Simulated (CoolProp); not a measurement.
Vapour pressure (MPa) of R113: the reference equation beside estimates from Tc = 487.2 K, pc = 3.392 MPa, ω = 0.253. Clausius-Clapeyron is anchored at 360.5 K with a constant enthalpy of vaporisation of 24.44 kJ/mol.

Computed with CoolProp (reference Helmholtz-energy equation of state, Marx 1992).

```
T (K)  reference  Lee-Kesler  Clausius-Clapeyron  van der Waals  Redlich-Kwong  Soave-Redlich-Kwong  Peng-Robinson
-----  ---------  ----------  ------------------  -------------  -------------  -------------------  -------------
360.5     0.3206      0.3216              0.3206         0.8971         0.4658               0.3217         0.3189
368.7     0.3927      0.3942              0.3844          1.001         0.5542               0.3946         0.3906
376.8     0.4753      0.4772              0.4563          1.110         0.6525               0.4783         0.4729
384.9     0.5702      0.5725              0.5377          1.227         0.7624               0.5747         0.5676
393       0.6786      0.6811              0.6293          1.351         0.8845               0.6848         0.6760
401.2     0.8032      0.8058          (withheld)          1.485          1.021               0.8116         0.8010
409.3     0.9422      0.9447              0.8477          1.624          1.170               0.9532         0.9406
417.4      1.098  (withheld)              0.9745     (withheld)     (withheld)                1.112          1.098
425.5      1.273       1.275               1.114          1.928          1.509                1.290     (withheld)
433.7      1.469       1.471               1.270          2.094          1.704                1.490          1.472
441.8      1.685       1.686               1.438     (withheld)          1.912                1.709          1.691
```

### Question
What belongs in the gaps?

### Answer

- 401.2, Clausius-Clapeyron: 0.7333
- 417.4, Lee-Kesler: 1.101
- 417.4, van der Waals: 1.772
- 417.4, Redlich-Kwong: 1.332
- 425.5, Peng-Robinson: 1.274
- 441.8, van der Waals: 2.266

Absolute difference from the reference over all 11 rows, mean and median: Lee-Kesler 0.3 and 0.3 %, Clausius-Clapeyron 8.2 and 8.7 %, van der Waals 93.6 and 84.9 %, Redlich-Kwong 28.0 and 27.1 %, Soave-Redlich-Kwong 1.0 and 1.0 %, Peng-Robinson 0.3 and 0.4 %.
